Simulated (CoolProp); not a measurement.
Values from CoolProp's reference Helmholtz-energy equation of state, Smukala 2000.

For ethylene, give the phase and the density (kg/m³), cv (kJ/(kg K)), Joule-Thomson coefficient (K/MPa), expansivity (1/kK) at 302.6 K and 4.73 MPa; 302.6 K and 5.67 MPa; 302.6 K and 6.62 MPa.


- 302.6 K and 4.73 MPa: gas; density 77.4, cv 1.43, Joule-Thomson coefficient 10.7, expansivity 10.9
- 302.6 K and 5.67 MPa: supercritical; density 107, cv 1.50, Joule-Thomson coefficient 10.3, expansivity 17.5
- 302.6 K and 6.62 MPa: supercritical; density 156, cv 1.60, Joule-Thomson coefficient 8.79, expansivity 33.1
